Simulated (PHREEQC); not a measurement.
A solution holds 0.0099 mol/kgw KH2PO4 and 0.0285 mol/kgw Na2CO3, at 25 °C. Closed to the air; pH follows from the charge balance.

All values are PHREEQC results (ion-association model, wateq4f.dat), not measurements.

**Question.** The ionic strength comes out as 0.0842 mol/kgw. What activity coefficients do KHPO4-, HCO3-, PO4-3, HPO4-2, NaHPO4- get?

**Answer.** KHPO4- 0.80, HCO3- 0.80, PO4-3 0.13, HPO4-2 0.40, NaHPO4- 0.80.

No solid was allowed to form. H3PO4, which wateq4f.dat lacks, is added to it with the constant of phreeqc.dat.
